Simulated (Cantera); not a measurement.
A diamond (100) surface in a fixed gas of H2 with x(CH4) = 0.01, x(H) = 0.00022, x(CH3) = 6.1e-05, 0.0800 bar; coverages are run to steady state.

Computed with Cantera and the Harris–Goodwin 1993 mechanism for the reconstructed diamond (100) surface.

θ: site fractions in the mechanism's names (c6HH fully hydrogenated, c6H* and c6*H radical sites, c6** diradical, c6HM methylated).

| T (K) | growth (µm/h) | θ c6HH | θ c6H* | θ c6*H | θ c6** | θ c6HM |
|---|---|---|---|---|---|---|
| 925 | 1.24 | 0.549 | 0.00976 | 0.251 | 0.00351 | 0.147 |
| 1000 | 1.31 | 0.550 | (withheld) | (withheld) | (withheld) | (withheld) |
| 1075 | 0.709 | 0.552 | 0.0229 | 0.385 | 0.00848 | 0.0211 |
| 1150 | (withheld) | 0.541 | (withheld) | 0.413 | 0.0100 | (withheld) |
| 1225 | 0.179 | 0.538 | 0.0340 | 0.415 | 0.0104 | 0.000674 |
| 1300 | 0.122 | 0.550 | 0.0376 | 0.401 | 0.0101 | 0.000126 |
| 1375 | 0.0521 | 0.574 | 0.0397 | 0.377 | 0.00920 | 2.63e-5 |

Q: Some entries are withheld; supply them.

A: 
- 1000, θ c6H*: 0.0158
- 1000, θ c6*H: 0.323
- 1000, θ c6**: 0.00595
- 1000, θ c6HM: 0.0765
- 1150, growth (µm/h): 0.298
- 1150, θ c6H*: 0.0291
- 1150, θ c6HM: 0.00384
